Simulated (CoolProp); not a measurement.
Properties of CH3F (R41) at several states.

Model: reference Helmholtz-energy equation of state, Lemmon 2006, in CoolProp. It is a short technical equation, of lower accuracy than the large ones.

```csv
T (°C),p (bar),phase,cv (kJ/(kg K)),speed of sound (m/s),Joule-Thomson coefficient (K/MPa),isothermal compressibility (1/MPa)
-71.75,2.55,liquid,1.263,1046,-0.2777,0.001736
-11.85,30.5,liquid,1.203,705.9,0.06327,0.005500
-125.25,1.39,liquid,1.423,1334,-0.3548,0.0008442
-20.95,0.595,gas,0.8064,282.3,30.50,16.96
61.45,0.836,gas,0.9236,320.7,12.95,12.02
```
